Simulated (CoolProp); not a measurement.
Vapour-liquid equilibrium of R125 (1) + R236FA (2) at 240.6 K; x and y are mole fractions of (1).

Computed with CoolProp (multi-fluid Helmholtz-energy mixture model, Lemmon 2005 and Pan 2012; pair parameters Bell 2016).

Problem. Give the bubble pressure and the first vapour's composition at x = 0.05, 0.5, 0.8. Is there an azeotrope?

Solution. x = 0.05: 31.74 kPa, y = 0.319; x = 0.5: 112.7 kPa, y = 0.892; x = 0.8: 167.4 kPa, y = 0.969. No azeotrope shows between x = 0.05 and 0.95.

The pair parameters rest on a limited set of measurements; away from them the model extrapolates.
